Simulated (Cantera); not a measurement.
A diamond (100) surface in a fixed gas of H2 with x(CH4) = 0.022, x(H) = 0.0032, at 1025 K, 165 Torr; coverages are run to steady state.

Computed with Cantera and the Harris–Goodwin 1993 mechanism for the reconstructed diamond (100) surface.

θ: site fractions in the mechanism's names (c6HH fully hydrogenated, c6H* and c6*H radical sites, c6** diradical, c6HM methylated).

```json
[
 {"x(CH3)": "1e-06", "growth (µm/h)": "(withheld)", "θ c6HH": "0.575", "θ c6H*": "0.0207", "θ c6*H": "0.392", "θ c6**": "0.0114", "θ c6HM": "0.000149"},
 {"x(CH3)": "2.4e-06", "growth (µm/h)": "(withheld)", "θ c6HH": "0.575", "θ c6H*": "0.0207", "θ c6*H": "0.392", "θ c6**": "0.0114", "θ c6HM": "0.000358"},
 {"x(CH3)": "5.9e-06", "growth (µm/h)": "(withheld)", "θ c6HH": "0.575", "θ c6H*": "0.0207", "θ c6*H": "0.392", "θ c6**": "0.0113", "θ c6HM": "0.000879"},
 {"x(CH3)": "1.4e-05", "growth (µm/h)": "(withheld)", "θ c6HH": "0.574", "θ c6H*": "0.0206", "θ c6*H": "0.391", "θ c6**": "0.0113", "θ c6HM": "0.00208"},
 {"x(CH3)": "3.5e-05", "growth (µm/h)": "(withheld)", "θ c6HH": "0.572", "θ c6H*": "0.0205", "θ c6*H": "0.389", "θ c6**": "0.0112", "θ c6HM": "0.00518"},
 {"x(CH3)": "8.5e-05", "growth (µm/h)": "(withheld)", "θ c6HH": "0.566", "θ c6H*": "0.0203", "θ c6*H": "0.385", "θ c6**": "0.0111", "θ c6HM": "0.0124"},
 {"x(CH3)": "0.00021", "growth (µm/h)": "(withheld)", "θ c6HH": "0.552", "θ c6H*": "0.0198", "θ c6*H": "0.376", "θ c6**": "0.0107", "θ c6HM": "0.0298"},
 {"x(CH3)": "0.0005", "growth (µm/h)": "(withheld)", "θ c6HH": "0.523", "θ c6H*": "0.0187", "θ c6*H": "0.355", "θ c6**": "0.00990", "θ c6HM": "0.0666"},
 {"x(CH3)": "0.0012", "growth (µm/h)": "(withheld)", "θ c6HH": "0.466", "θ c6H*": "0.0165", "θ c6*H": "0.314", "θ c6**": "0.00833", "θ c6HM": "0.139"}
]
```

**Question.** Some entries are withheld; supply them.

**Answer.** 
- 1e-06, growth (µm/h): 0.126
- 2.4e-06, growth (µm/h): 0.303
- 5.9e-06, growth (µm/h): 0.744
- 1.4e-05, growth (µm/h): 1.76
- 3.5e-05, growth (µm/h): 4.38
- 8.5e-05, growth (µm/h): 10.5
- 0.00021, growth (µm/h): 25.2
- 0.0005, growth (µm/h): 56.4
- 0.0012, growth (µm/h): 118
